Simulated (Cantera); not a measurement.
Feed: 1 mol MgO, 0.11 mol SO2, 6.7 mol CO2, at 675 K and 5.80 bar.

Cantera equilibrium calculation (NASA polynomials, part measured and part estimated; ideal gas, pure solids and liquids). Candidate condensed phases: C, Mg, MgCO3, MgO, MgS, MgSO4, S; 26 gas species. Gases not in the tables: S3 to S7. Equilibrium is a limit: real reactors are often held back by kinetics, nucleation or transport.

Base state: CO2 0.996, SO2 0.00215, S2 0.000627, COS 0.000624, S8 0.000437, S2O 2.09e-5, CO 1.23e-5 (mole fractions); condensed: MgCO3(s) + MgSO4(s).

Q: What changes in the equilibrium state with this change: pressure from 5.80 bar to 25.0 mbar?

A: 
```tsv
species	before	after
CO2	0.996	0.984
SO2	0.00215	0.0161
CO	1.23e-5	2.29e-6
S2	0.000627	1.91e-7
S8	0.000437	<1e-9
COS	0.000624	1.32e-7
S2O	2.09e-5	3.38e-8
MgCO3(s), mol	0.934	0
MgSO4(s), mol	0.0662	2.42e-5
MgO(s), mol	0	1.000
```
